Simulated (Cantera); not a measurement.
Input (Python, Cantera):

```python
import numpy as np
import cantera as ct

gas = ct.Solution("gri30.yaml")


def delay(T, t_max=10):
    gas.TPX = T, 390000, {'CH4': 1, 'O2': 4.17, 'N2': 27}
    reactor = ct.IdealGasReactor(gas, clone=False)
    net = ct.ReactorNet([reactor])
    net.rtol, net.atol = 1e-8, 1e-16
    while net.time < t_max:
        t_old, T_old = net.time, reactor.T
        net.step()
        if reactor.T > T + 400:  # ignition: a rise of 400 K
            return t_old + (T + 400 - T_old) / (reactor.T - T_old) * (net.time - t_old)
    return np.nan


taus = []
for T in [1050, 1125, 1200, 1275, 1350, 1425, 1500, 1575, 1650]:
    taus.append(delay(T))
    print(f"T0 = {T:6g} K   tau = {taus[-1]:.4e} s")
```

Result:

```
T0 =   1050 K   tau = 1.2278e-01 s
T0 =   1125 K   tau = 4.0159e-02 s
T0 =   1200 K   tau = 1.4441e-02 s
T0 =   1275 K   tau = 5.5858e-03 s
T0 =   1350 K   tau = 2.3051e-03 s
T0 =   1425 K   tau = 1.0113e-03 s
T0 =   1500 K   tau = 4.7225e-04 s
T0 =   1575 K   tau = 2.3573e-04 s
T0 =   1650 K   tau = 1.2612e-04 s
```

Cantera simulation using GRI-Mech 3.0 (53 species, 325 reactions); the numbers are that mechanism's predictions, not measurements.
